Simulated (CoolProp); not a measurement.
Properties of hexamethyldisiloxane (MM) along the isotherm 275.15 °C (Tc = 245.6 °C, pc = 19.31 bar, ω = 0.418).

Computed with CoolProp (reference Helmholtz-energy equation of state, Thol 2016).

```csv
p (bar),phase,cv (kJ/(kg K)),speed of sound (m/s),Joule-Thomson coefficient (K/MPa),expansivity (1/kK),fugacity coefficient
8.78,gas,2.090,146.0,9.002,3.145,0.8701
17.6,gas,2.121,117.2,12.22,6.822,0.7466
26.3,supercritical,2.181,86.47,16.11,24.67,0.6293
35.1,supercritical,2.171,130.8,4.923,12.15,0.5242
43.9,supercritical,2.151,185.6,2.233,6.514,0.4538
52.7,supercritical,2.141,226.0,1.370,4.750,0.4067
61.4,supercritical,2.135,258.2,0.9459,3.877,0.3739
70.2,supercritical,2.131,286.0,0.6864,3.337,0.3497
79,supercritical,2.128,310.3,0.5117,2.967,0.3317
87.8,supercritical,2.126,332.2,0.3853,2.695,0.3181
96.6,supercritical,2.124,352.2,0.2892,2.485,0.3078
```
